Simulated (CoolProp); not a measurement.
A Linde-Hampson liquefier for nitrogen: isothermal reversible compression at 200 K from 1 atm to 10 MPa, throttling to 1 atm, return gas leaving the recuperator 2 K below the feed. Each further row changes one setting.

The numbers come from the reference Helmholtz-energy equation of state, Span 2000 in CoolProp.

```csv
case,liquid yield per pass,compression work (kJ/kg of gas)
as stated,0.142,261
high pressure 20 MPa,0.229,296
warm-end temperature 230 K,0.093,307
warm-end gap 7 K,0.128,261
```
